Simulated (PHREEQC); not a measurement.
Dissolve 28 mmol/kgw CuCl2, 1.1 mmol/kgw HBF4 and 0.08 mmol/kgw H3BO3 at 20 °C. It is in equilibrium with CO2 at log p = 0 (atm). Otherwise closed; pH follows from the charge balance.

Computed with PHREEQC (ion-association model, phreeqc.dat).

No solid was allowed to form.

**Question.** Estimate the pH, specific conductance.

**Answer.** pH 2.83; specific conductance 5490 µS/cm.

**Question.** In which forms is Cl present?

**Answer.** Cl- 98 %, CuCl+ 2.3 % of the Cl.

Real BF4- forms and hydrolyses slowly; the run takes it at equilibrium.
